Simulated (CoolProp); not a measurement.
Aqueous potassium formate as a coolant, at 13 °C, 1 atm.

The numbers come from the Melinder's fits for secondary coolants in CoolProp.

```csv
mass %,freezing point (°C),density (kg/m³),conductivity (W/(m K)),Prandtl number,cp (kJ/(kg K))
1.9,-0.8,1012,0.582,8.84,4.115
7.9,-3.7,1049,0.572,9.23,3.885
13.8,-7.2,1085,0.561,9.50,3.668
19.8,-11.5,1123,0.551,9.99,3.456
25.7,-16.6,1163,0.541,10.7,3.262
31.7,-23.2,1204,0.529,11.5,3.082
37.6,-31.2,1247,0.515,12.5,2.924
```
